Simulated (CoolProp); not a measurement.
A simple Rankine cycle with R1233zd(E): condensing at 313.15 K, boiler at 1.44 MPa, turbine inlet 390.4 K, turbine efficiency 0.75, pump efficiency 0.6, no recuperator. Each further row changes one setting.

Computed with CoolProp (reference Helmholtz-energy equation of state, Akasaka 2022).

```
case                             thermal efficiency (%)  net work (kJ/kg)  heat in (kJ/kg)  turbine exit temperature (K)  volume ratio over the turbine
-------------------------------  ----------------------  ----------------  ---------------  ----------------------------  -----------------------------
as stated                                          11.3              25.9              229                         336.5                           7.44
turbine inlet 410.4 K                              11.4              28.6              252                         359.0                           7.08
condensing temperature 305.15 K                    12.4              29.7              239                         331.0                           9.62
boiler pressure 1.01 MPa                            9.7              23.1              239                         350.6                           4.83
turbine efficiency 0.65                             9.7              22.3              229                         340.7                           7.55
```
